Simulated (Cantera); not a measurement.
Input (Python, Cantera) and output of one run.

```python
import numpy as np
import cantera as ct

gas_names = """
    CL CL2 H HCL H2 N NH NH2 NH3 N2 N2H2 N2H4 Si SiCL SiCL2 SiCL3 SiCL4 SiH SiHCL3 SiH2 SiH2CL2 SiH3
    SiH3CL SiH4 SiN Si2 Si2N Si3
""".split()
cond_names = """
    NH4CL(a) NH4CL(b) Si(cr) Si(L) Si3N4(a)
""".split()


# ... load() reads the species with a 1 bar reference pressure and builds the phases ...
atoms = {
    'SiH2Cl2': {'Si': 1, 'H': 2, 'CL': 2},
    'HCl': {'H': 1, 'CL': 1},
    'N2': {'N': 2},
}
top_T = {'Si3N4(a)': 2400}  # K; cautious upper limits of use, not melting points


# ... equilibrate(T, P, feed) seeds the gas with the atoms and calls Mixture.equilibrate('TP', solver="vcs", rtol=1e-11, max_steps=5000) ...
results = []
feed = {'SiH2Cl2': 1, 'HCl': 1, 'N2': 4.3}  # mol
P = 1600  # Pa
for T in [1098, 1148, 1198, 1248, 1298, 1348, 1398, 1448, 1498, 1548, 1598, 1648]:
    mix = equilibrate(T, P, feed)
    results.append((T, P, feed, dict(zip(mix.species_names, mix.species_moles))))

top = {s: max(r[3][s] / sum(r[3][g] for g in gas_names) for r in results) for s in gas_names}
cols = sorted((s for s in top if top[s] > 1e-05), key=lambda s: -top[s])[:7]
seen = [c for c in cond_names if any(r[3].get(c, 0) > 1e-12 for r in results)]
print("log10 of partial pressures in bar; condensed amounts in mol")
print(f"{'T/K':>10s}" + "".join(f"{s[:9]:>10s}" for s in cols + seen))
for T, P, feed, n in results:
    ng = sum(n[g] for g in gas_names)
    print(f"{T:10.4g}" + "".join(f"{np.log10(max(n[s] / ng * P / 1e5, 1e-99)):10.3f}" for s in cols)
          + "".join(f"{n.get(c, 0):10.4g}" for c in seen))
```

Output:

```
log10 of partial pressures in bar; condensed amounts in mol
       T/K        N2       HCL        H2     SiCL2     SiCL4     SiCL3    SiHCL3  Si3N4(a)
      1098    -2.027    -2.363    -2.823    -6.276    -3.128    -5.276    -5.426    0.2306
      1148    -2.028    -2.355    -2.835    -5.702    -3.143    -4.944    -5.320    0.2329
      1198    -2.028    -2.350    -2.845    -5.178    -3.160    -4.643    -5.225    0.2343
      1248    -2.029    -2.346    -2.853    -4.702    -3.183    -4.371    -5.144    0.2343
      1298    -2.029    -2.344    -2.858    -4.269    -3.217    -4.132    -5.077    0.2317
      1348    -2.030    -2.347    -2.860    -3.882    -3.274    -3.928    -5.032    0.2246
      1398    -2.031    -2.357    -2.854    -3.546    -3.370    -3.773    -5.020    0.2098
      1448    -2.031    -2.378    -2.837    -3.267    -3.528    -3.680    -5.054    0.1849
      1498    -2.031    -2.414    -2.807    -3.054    -3.767    -3.663    -5.148    0.1502
      1548    -2.030    -2.464    -2.767    -2.903    -4.084    -3.717    -5.300    0.1103
      1598    -2.029    -2.527    -2.724    -2.799    -4.455    -3.824    -5.496   0.07026
      1648    -2.027    -2.598    -2.685    -2.727    -4.853    -3.962    -5.717   0.03327
```

Equilibrium computed with Cantera from the NASA thermochemical tables; the gas is ideal and each condensed phase is pure. N2 is the only nitrogen source here; it is nearly inert below about 1500 K, so the nitride shown seldom forms there in practice. The tables' values for SiCl3, SiCl are old estimates; treat these amounts as uncertain.
